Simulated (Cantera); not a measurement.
Hydrocarbon pyrolysis for carbon deposition

An isothermal, constant-pressure homogeneous reactor starts with 1.79 % C₂H₆, 98.2 % N₂, at 1025 K and 0.0132 atm.

Detailed kinetics in Cantera: GRI-Mech 3.0 (53 species, 325 reactions). GRI-Mech 3.0 stops at C3 and has no aromatics, soot or wall deposition, so with more carbon than oxygen in the feed, carbon stays in small species such as C2H2 where larger ones or solid carbon would form. Radical loss at walls, strong at low pressure, is not modelled.

| t (s) | x C₂H₆ | x CH₂ | x C₂H | x H₂ | x HCN | x C₂H₄ | x C₂H₂ |
|---|---|---|---|---|---|---|---|
| 2.00e-6 | 0.0179 | <1e-12 | <1e-12 | <1e-12 | <1e-12 | <1e-12 | <1e-12 |
| 1.38e-5 | 0.0179 | <1e-12 | <1e-12 | <1e-12 | <1e-12 | <1e-12 | <1e-12 |
| 9.46e-5 | 0.0179 | <1e-12 | <1e-12 | <1e-12 | <1e-12 | <1e-12 | <1e-12 |
| 0.000650 | 0.0179 | <1e-12 | <1e-12 | 2.69e-12 | <1e-12 | 5.34e-12 | <1e-12 |
| 0.00447 | 0.0179 | <1e-12 | <1e-12 | 1.39e-9 | <1e-12 | 1.62e-9 | <1e-12 |
| 0.0308 | 0.0179 | <1e-12 | <1e-12 | 4.52e-7 | <1e-12 | 4.63e-7 | <1e-12 |
| 0.211 | 0.0178 | 7.17e-12 | <1e-12 | 6.48e-5 | <1e-12 | 6.56e-5 | 1.22e-8 |
| 1.45 | 0.0164 | 3.19e-11 | <1e-12 | 0.00135 | 2.69e-12 | 0.00137 | 5.98e-6 |
| 10.0 | 0.00790 | 2.25e-11 | <1e-12 | 0.00942 | 5.42e-12 | 0.00907 | 0.000343 |
x: mole fraction; the columns are a selection and need not sum to one.

Equilibrium at this temperature and pressure: C₂H₆ 2.92e-7, CH₂ <1e-12, C₂H <1e-12, H₂ 0.0255, HCN 0.0182, C₂H₄ 0.000488, C₂H₂ 0.00486 (gas phase only).
